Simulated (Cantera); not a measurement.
Input: 1 mol Ti(OiPr)4, 1.2 mol CH4, held at 2198.15 K and 390 Torr.

Method: chemical equilibrium by Gibbs-energy minimisation in Cantera with the NASA 1993 tables (ideal gas, pure condensed phases). Candidate condensed phases: C, C6H6, C7H8, C8H18, H2O, Ti, TiC, TiO, TiO2, Ti2O3, Ti3O5, Ti4O7; 113 gas species. The feed counts by its element totals alone. TiC: taken at fixed stoichiometry. Rates play no part.

Base state: H2 0.796, CO 0.195, H 0.00689, C2H2 (acetylene) 0.00202, CH4 8.69e-5, CH3 1.44e-5 (mole fractions); condensed: C(graphite) + TiC(s).

Question: What changes in the equilibrium state with this change: temperature from 2198.15 K to 1473.15 K?

Answer: 
```
species            before     after
----------------  -------  --------
H2                  0.796     0.803
CO                  0.195     0.196
CH4               8.69e-5  0.000983
H                 0.00689   1.57e-5
C2H2 (acetylene)  0.00202   5.23e-6
CO2               2.16e-7   1.69e-5
CH3               1.44e-5   3.90e-7
H2O               4.64e-6  0.000171
C(graphite), mol     8.12      8.18
TiC(s), mol         1.000      1.00
```

Question: What changes in the equilibrium state with this change: temperature from 2198.15 K to 1148 K?

Answer: 
```tsv
species	before	after
H2	0.796	0.881
CO	0.195	0.107
CH4	8.69e-5	0.00959
H	0.00689	9.32e-8
C2H2 (acetylene)	0.00202	3.27e-8
CO2	2.16e-7	0.000243
C(graphite), mol	8.12	11.1
TiC(s), mol	1.000	0
TiO2(rutile), mol	0	1.00
```
